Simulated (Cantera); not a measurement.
A closed system holds: 1 mol Si3N4, 2.8 mol H2, 0.033 mol Si, at 600 Pa.

Cantera equilibrium calculation (NASA polynomials, part measured and part estimated; ideal gas, pure solids and liquids). Candidate condensed phases: Si, Si3N4; 18 gas species. Gases not in the tables: Si2H6 and higher silanes. The numbers say what is thermodynamically allowed, not how fast it happens.

**Question.** What share of the Si ends up in condensed phases as a function of T (°C), at 1677, 1752, 1827, 1902, 1977, 2052, 2127, 2202, 2277, 2352, 2427, 2502, 2577, 2652?

**Answer.** 
```
T (°C)  Si condensed (%)     as
------  ----------------  -----
1677                99.3  Si(l)
1752                98.3  Si(l)
1827                96.0  Si(l)
1902                91.0  Si(l)
1977                80.3  Si(l)
2052                55.9  Si(l)
2127                 0.0      -
2202                 0.0      -
2277                 0.0      -
2352                 0.0      -
2427                 0.0      -
2502                 0.0      -
2577                 0.0      -
2652                 0.0      -
```
